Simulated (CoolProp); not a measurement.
The fluid at 293.15 K and 0.451 MPa is throttled through a valve to 0.2 MPa with no heat exchange. The same conditions are run with several fluids, on thermodynamics alone (safety and materials aside).

Computed with CoolProp (reference Helmholtz-energy equation of state of each fluid (R114: Platzer 1990; neopentane: Lemmon 2006; R236EA: Rui 2013; n-decane: Lemmon 2006; n-undecane: Aleksandrov 2011)). The equations of Platzer and Polt are older, rougher fits.

| fluid | final density (kg/m³) |
|---|---|
| R114 | 1470 |
| neopentane | 590 |
| R236EA | 1440 |
| n-decane | 730 |
| n-undecane | 740 |
